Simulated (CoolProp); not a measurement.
A closed Brayton cycle with nitrogen: compressor inlet 322.15 K and 5.1 MPa, high pressure 13.1 MPa, turbine inlet 930 K, compressor efficiency 0.85, turbine efficiency 0.85, recuperator effectiveness 0.8 (on enthalpy, no pinch check). Each further row changes one setting.

Computed with CoolProp (reference Helmholtz-energy equation of state, Span 2000).

| case | thermal efficiency (%) | net work (kJ/kg) | compressor to turbine work | compressor exit (K) | turbine exit (K) |
|---|---|---|---|---|---|
| as stated | 28.0 | 77.2 | 0.62 | 440.8 | 756.9 |
| turbine inlet 880 K | 26.0 | 66.3 | 0.65 | 440.8 | 714.6 |
| compressor inlet 332.15 K | 26.9 | 73.1 | 0.64 | 454.3 | 756.9 |
| high pressure 11.1 MPa | 27.4 | 69.7 | 0.59 | 417.6 | 784.6 |
| recuperator effectiveness 0.5 | 20.3 | 77.2 | 0.62 | 440.8 | 756.9 |
